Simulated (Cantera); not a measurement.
An isothermal, constant-pressure homogeneous reactor starts with CH4 : N2 = 1 : 18 (molar parts), at 1623 K and 1.01 bar. Integrator tolerance rtol = 1e-08.

Cantera simulation using GRI-Mech 3.0 (53 species, 325 reactions); the numbers are that mechanism's predictions, not measurements. GRI-Mech 3.0 stops at C3 and has no aromatics, soot or wall deposition, so with more carbon than oxygen in the feed, carbon stays in small species such as C2H2 where larger ones or solid carbon would form.

Question: What does this change do: 1.4 parts H2O added?

Answer: 
```json
[
 {"quantity": "x(CH4) at 80.0 s", "before": "0.000789 (gas-phase equilibrium 0.000383)", "after": "0.000199 (gas-phase equilibrium 7.46e-9)"},
 {"quantity": "x(C2H) at 80.0 s", "before": "2.36e-8 (gas-phase equilibrium 5.38e-9)", "after": "3.55e-11 (gas-phase equilibrium <1e-12)"},
 {"quantity": "x(CH3) at 80.0 s", "before": "4.08e-6 (gas-phase equilibrium 1.97e-6)", "after": "7.61e-7 (gas-phase equilibrium 2.84e-11)"},
 {"quantity": "x(HCN) at 80.0 s", "before": "3.13e-6 (gas-phase equilibrium 0.0384)", "after": "5.32e-7 (gas-phase equilibrium 2.90e-7)"},
 {"quantity": "x(C2H4) at 80.0 s", "before": "0.000165 (gas-phase equilibrium 3.82e-5)", "after": "6.23e-7 (gas-phase equilibrium <1e-12)"},
 {"quantity": "x(H2) at 80.0 s", "before": "0.0737 (gas-phase equilibrium 0.0744)", "after": "0.135 (gas-phase equilibrium 0.136)"},
 {"quantity": "x(C2H6) at 80.0 s", "before": "4.49e-8 (gas-phase equilibrium 1.05e-8)", "after": "1.11e-9 (gas-phase equilibrium <1e-12)"}
]
```
